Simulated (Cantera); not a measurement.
Charge: 1 mol SiHCl3, 36 mol NH3, 9.1 mol N2, at 7.50 Torr.

Equilibrium computed with Cantera from the NASA thermochemical tables; the gas is ideal and each condensed phase is pure. Candidate condensed phases: NH4Cl, Si, Si3N4; 28 gas species. Gases not in the tables: Si2H6 and higher silanes. Equilibrium is a limit: real reactors are often held back by kinetics, nucleation or transport.

Q: Which condensed phases are stable at each of these points (T (K)): 898, 973, 1048, 1123, 1198, 1273, 1348, 1423, 1498, 1573, 1648, 1723, 1798, 1873?

A: 
| T (K) | condensed phases | Si condensed (%) |
|---|---|---|
| 898 | Si3N4(s) | 100.0 |
| 973 | Si3N4(s) | 100.0 |
| 1048 | Si3N4(s) | 100.0 |
| 1123 | Si3N4(s) | 100.0 |
| 1198 | Si3N4(s) | 100.0 |
| 1273 | Si3N4(s) | 99.9 |
| 1348 | Si3N4(s) | 99.7 |
| 1423 | Si3N4(s) | 98.9 |
| 1498 | Si3N4(s) | 96.9 |
| 1573 | Si3N4(s) | 92.2 |
| 1648 | Si3N4(s) | 83.1 |
| 1723 | Si3N4(s) | 68.6 |
| 1798 | Si(l) | 63.9 |
| 1873 | Si(l) | 59.8 |

From 898 K to 1723 K the condensed part is Si3N4(s). From 1798 K to 1873 K the condensed part is Si(l).
